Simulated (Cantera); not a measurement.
Input: 1 mol B₂O₃, 4.5 mol N₂, held at 2150 K and 645 Torr.

These are equilibrium values from Cantera (NASA tables, ideal gas, pure condensed phases), not measurements of a reactor. Candidate condensed phases: B, BN, B₂O₃; 17 gas species. Kinetics and transport are ignored.

Base state: N₂ 0.818, B₂O₃ 0.181, BO₂ 0.000912, BO 0.000559, B₂O₂ 0.000208, NO 2.68e-5 (mole fractions); condensed: gas only.

Question: What changes in the equilibrium state with this change: pressure from 645 Torr to 1.35 Torr?

Answer: 
```
species    before     after
-------  --------  --------
N₂          0.818     0.805
B₂O₃        0.181     0.164
BO       0.000559    0.0158
BO₂      0.000912    0.0140
O         2.26e-6  0.000587
O₂        1.15e-6  0.000162
NO        2.68e-5  0.000316
B₂O₂     0.000208  0.000346
```
